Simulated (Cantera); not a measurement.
**Stirred combustor or abatement burner**

A perfectly stirred reactor is fed with CH3OH : O2 : N2 = 1 : 1.88 : 7.05 (molar parts), equivalence ratio 0.80, at 27000 Pa; it is adiabatic with a 773 K inlet, and is followed from long to short residence time, starting on the burning branch (τ in s: 0.41, 0.16, 0.062, 0.024, 0.0095, 0.0037, 0.0015, 0.00057, 0.00022, 8.7e-05).

Detailed kinetics in Cantera: GRI-Mech 3.0 (53 species, 325 reactions). GRI-Mech 3.0 was tuned for natural gas; its chemistry of methanol as a main component is partial and can be far from experiment.

| τ (s) | T (K) | x CH3OH | x O2 | x H2O2 | x C2H4 | x CH4 |
|---|---|---|---|---|---|---|
| 0.41 | 2266 | 3.50e-7 | 0.0377 | 7.34e-8 | <1e-12 | 6.45e-9 |
| 0.16 | 2255 | 8.28e-7 | 0.0388 | 7.16e-8 | <1e-12 | 1.35e-8 |
| 0.062 | 2230 | 1.84e-6 | 0.0403 | 6.95e-8 | <1e-12 | 2.49e-8 |
| 0.024 | 2181 | 3.81e-6 | 0.0423 | 7.27e-8 | 3.49e-12 | 4.44e-8 |
| 0.0095 | 2115 | 7.65e-6 | 0.0446 | 8.75e-8 | 1.62e-11 | 8.91e-8 |
| 0.0037 | 2044 | 1.63e-5 | 0.0469 | 1.15e-7 | 9.38e-11 | 2.09e-7 |
| 0.0015 | 1983 | 3.61e-5 | 0.0491 | 1.54e-7 | 5.51e-10 | 5.22e-7 |
| 0.00057 | 1929 | 9.42e-5 | 0.0522 | 2.22e-7 | 4.07e-9 | 1.52e-6 |
| 0.00022 | 1871 | 0.000298 | 0.0587 | 4.25e-7 | 3.76e-8 | 5.15e-6 |
| 8.7e-5 | 773 | 0.101 | 0.189 | <1e-12 | <1e-12 | <1e-12 |
x: mole fraction; the columns are a selection and need not sum to one.
